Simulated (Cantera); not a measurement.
Input (Python, Cantera):

```python
import numpy as np
import cantera as ct

gas = ct.Solution("gri30.yaml")
gas.TPX = 800, 13332, {'H2': 1.4, 'O2': 0.13, 'N2': 0.53}
reactor = ct.IdealGasConstPressureReactor(gas, energy="off", clone=False)
net = ct.ReactorNet([reactor])
net.rtol, net.atol = 1e-08, 1e-18
show = ['H2', 'O2', 'H', 'HO2', 'OH', 'NO']
times = np.geomspace(7e-05, 4, 10)

steps = ct.SolutionArray(gas, extra=["t"])
rows = []
print(f"{'t/s':>10s}{'T/K':>9s}{'P/Pa':>11s}" + "".join(f"{s:>11s}" for s in show))
for t in times:
    while net.time < t:
        t_next = net.step()
        steps.append(gas.state, t=t_next)
    rows.append([np.interp(t, steps.t, y) for y in (steps.T, steps.P, *steps(*show).X.T)])
    print(f"{t:10.3e}{rows[-1][0]:9.1f}{rows[-1][1]:11.4g}" + "".join(f"{x:11.3e}" for x in rows[-1][2:]))
rate = np.gradient(steps.T, steps.t)
print("integrator steps:", len(steps.t))
if steps.T.max() > steps.T[0] + 200:
    print(f"time of steepest temperature rise: {steps.t[rate.argmax()]:.4e} s")
gas.TPX = 800, 13332, {'H2': 1.4, 'O2': 0.13, 'N2': 0.53}
gas.equilibrate("TP")
print(f"equilibrium (TP): T = {gas.T:.1f} K  " + "  ".join(f"{s} {gas[s].X[0]:.3e}" for s in show))
```

Result:

```
       t/s      T/K       P/Pa         H2         O2          H        HO2         OH         NO
 7.000e-05    800.0  1.333e+04  6.796e-01  6.311e-02  2.966e-13  3.280e-13  5.335e-16  3.743e-32
 2.364e-04    800.0  1.333e+04  6.796e-01  6.311e-02  9.688e-13  1.274e-12  1.905e-15  1.499e-30
 7.984e-04    800.0  1.333e+04  6.796e-01  6.311e-02  2.966e-12  6.034e-12  5.982e-15  5.537e-29
 2.696e-03    800.0  1.333e+04  6.796e-01  6.311e-02  7.440e-12  3.537e-11  1.511e-14  1.541e-27
 9.105e-03    800.0  1.333e+04  6.796e-01  6.311e-02  1.252e-11  2.002e-10  2.547e-14  2.093e-26
 3.075e-02    800.0  1.333e+04  6.796e-01  6.311e-02  1.957e-11  9.623e-10  3.984e-14  1.704e-25
 1.038e-01    800.0  1.333e+04  6.796e-01  6.311e-02  6.741e-11  6.363e-09  1.375e-13  3.521e-24
 3.507e-01    800.0  1.333e+04  6.796e-01  6.311e-02  2.914e-09  3.085e-07  6.198e-12  7.060e-21
 1.184e+00    800.0  1.333e+04  6.049e-01  1.008e-02  2.251e-08  1.396e-06  2.173e-11  4.295e-10
 4.000e+00    800.0  1.333e+04  6.048e-01  1.002e-02  5.211e-08  1.989e-06  6.490e-11  5.673e-10
integrator steps: 1533
equilibrium (TP): T = 800.0 K  H2 5.906e-01  O2 1.062e-27  H 6.137e-12  HO2 2.276e-31  OH 4.483e-16  NO 8.460e-20
```

Model: GRI-Mech 3.0 (53 species, 325 reactions), integrated in Cantera. Radical loss at walls, strong at low pressure, is not modelled. Below about 950 K walls govern HO2 and H2O2 in real vessels. The temperature is held fixed by assumption; the heat of reaction is taken as removed at once.
